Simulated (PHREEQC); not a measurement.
**Polishing slurry liquid: an equilibrium model**

Dissolve 0.0038 mol/kgw K2CO3 and 0.021 mol/kgw H3BO3 at 91 °C. Closed to the air; pH follows from the charge balance.

All values are PHREEQC results (ion-association model, phreeqc.dat), not measurements.

This is a speciation only: nothing precipitates in the calculation.

Predict the pH, ionic strength.

pH 8.10; ionic strength 0.00765 mol/kgw.

In which forms is C present?

HCO3- 97 %, CO2 1.7 %, CO3-2 1.2 % of the C.

Constants without temperature data keep their 25 °C values here.
